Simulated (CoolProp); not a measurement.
R1132(E) at several states: fugacity coefficient from the reference equation and from simpler models built on Tc = 348.8 K, pc = 5174 kPa, ω = 0.245; each cubic takes its own stable root.

Computed with CoolProp (reference Helmholtz-energy equation of state, Akasaka 2024).

| T (K) | p (kPa) | phase | reference | van der Waals | Redlich-Kwong | Soave-Redlich-Kwong |
|---|---|---|---|---|---|---|
| 355.9 | 10.2 | gas | 0.9994 | 0.9994 | 0.9994 | 0.9994 |
| 338.4 | 1800 | gas | [?] | 0.8895 | [?] | 0.8715 |
| 348.4 | 1330 | gas | [?] | [?] | 0.9134 | 0.9134 |
| 367.2 | 6500 | supercritical | 0.6493 | [?] | 0.6470 | [?] |
| 266.3 | 6500 | liquid | 0.1058 | 0.2535 | [?] | [?] |

Question: Fill in the missing entries.

Answer: 
- 338.4, reference: 0.8682
- 338.4, Redlich-Kwong: 0.8731
- 348.4, reference: 0.9115
- 348.4, van der Waals: 0.9239
- 367.2, van der Waals: 0.6619
- 367.2, Soave-Redlich-Kwong: 0.6586
- 266.3, Redlich-Kwong: 0.1456
- 266.3, Soave-Redlich-Kwong: 0.1094
